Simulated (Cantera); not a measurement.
A Cantera script and its output.

```python
import numpy as np
import cantera as ct

gas = ct.Solution("gri30.yaml")
gas.TPX = 2200, 20000, {'NO': 1, 'N2': 6}
reactor = ct.IdealGasConstPressureReactor(gas, energy="off", clone=False)
net = ct.ReactorNet([reactor])
net.rtol, net.atol = 1e-08, 1e-18
show = ['NO', 'O2', 'N2O', 'NO2', 'O', 'N2']
times = np.geomspace(0.0002, 1, 15)

steps = ct.SolutionArray(gas, extra=["t"])
rows = []
print(f"{'t/s':>10s}{'T/K':>9s}{'P/Pa':>11s}" + "".join(f"{s:>11s}" for s in show))
for t in times:
    while net.time < t:
        t_next = net.step()
        steps.append(gas.state, t=t_next)
    rows.append([np.interp(t, steps.t, y) for y in (steps.T, steps.P, *steps(*show).X.T)])
    print(f"{t:10.3e}{rows[-1][0]:9.1f}{rows[-1][1]:11.4g}" + "".join(f"{x:11.3e}" for x in rows[-1][2:]))
rate = np.gradient(steps.T, steps.t)
print("integrator steps:", len(steps.t))
if steps.T.max() > steps.T[0] + 200:
    print(f"time of steepest temperature rise: {steps.t[rate.argmax()]:.4e} s")
gas.TPX = 2200, 20000, {'NO': 1, 'N2': 6}
gas.equilibrate("TP")
print(f"equilibrium (TP): T = {gas.T:.1f} K  " + "  ".join(f"{s} {gas[s].X[0]:.3e}" for s in show))
```

It prints:

```
       t/s      T/K       P/Pa         NO         O2        N2O        NO2          O         N2
 2.000e-04   2200.0      2e+04  1.428e-01  4.026e-08  3.029e-06  7.072e-08  4.002e-06  8.571e-01
 3.675e-04   2200.0      2e+04  1.428e-01  1.448e-07  4.905e-06  1.751e-07  7.965e-06  8.571e-01
 6.752e-04   2200.0      2e+04  1.428e-01  5.377e-07  7.255e-06  4.055e-07  1.629e-05  8.571e-01
 1.241e-03   2200.0      2e+04  1.428e-01  2.050e-06  9.409e-06  8.926e-07  3.357e-05  8.571e-01
 2.280e-03   2200.0      2e+04  1.428e-01  7.877e-06  1.052e-05  1.844e-06  6.743e-05  8.572e-01
 4.189e-03   2200.0      2e+04  1.426e-01  2.975e-05  1.064e-05  3.496e-06  1.278e-04  8.572e-01
 7.697e-03   2200.0      2e+04  1.424e-01  1.073e-04  1.045e-05  5.917e-06  2.207e-04  8.573e-01
 1.414e-02   2200.0      2e+04  1.418e-01  3.500e-04  1.018e-05  8.518e-06  3.265e-04  8.575e-01
 2.599e-02   2200.0      2e+04  1.405e-01  9.610e-04  9.875e-06  1.034e-05  4.020e-04  8.581e-01
 4.775e-02   2200.0      2e+04  1.379e-01  2.237e-03  9.426e-06  1.180e-05  4.615e-04  8.594e-01
 8.773e-02   2200.0      2e+04  1.327e-01  4.786e-03  8.618e-06  1.386e-05  5.517e-04  8.620e-01
 1.612e-01   2200.0      2e+04  1.222e-01  9.914e-03  7.179e-06  1.650e-05  6.973e-04  8.671e-01
 2.962e-01   2200.0      2e+04  1.021e-01  1.986e-02  4.896e-06  1.846e-05  9.145e-04  8.771e-01
 5.442e-01   2200.0      2e+04  6.892e-02  3.631e-02  2.233e-06  1.645e-05  1.188e-03  8.936e-01
 1.000e+00   2200.0      2e+04  3.223e-02  5.454e-02  6.088e-07  9.358e-06  1.430e-03  9.118e-01
integrator steps: 641
equilibrium (TP): T = 2200.0 K  NO 7.736e-03  O2 6.672e-02  N2O 2.084e-07  NO2 2.479e-06  O 1.571e-03  N2 9.240e-01
```

Computed with Cantera and GRI-Mech 3.0 (53 species, 325 reactions).
